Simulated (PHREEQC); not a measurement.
Consider water at 20 °C with 0.85 mol/kgw NaCl and 0.04 mol/kgw FeCl2. Closed to the air; pH follows from the charge balance.

Model: ion-association model, phreeqc.dat, run in PHREEQC.

```yaml
pH: 5.89
ionic_strength: 0.956 mol/kgw
activity_of_water: 0.969
density: 1.036 g/cm³
```

```csv
species,molality,activity,log γ
Cl-,0.923,0.566,-0.212
Na+,0.850,0.622,-0.136
Fe+2,0.0331,0.00696,-0.677
FeCl+,0.00693,0.00544,-0.105
H+,1.75e-6,1.30e-6,-0.127
FeOH+,1.74e-6,1.12e-6,-0.190
OH-,8.72e-9,5.10e-9,-0.233
```

No solid was allowed to form. Caution: at this ionic strength the ion-association model is outside its range; a Pitzer model would be the better tool where its parameters exist.
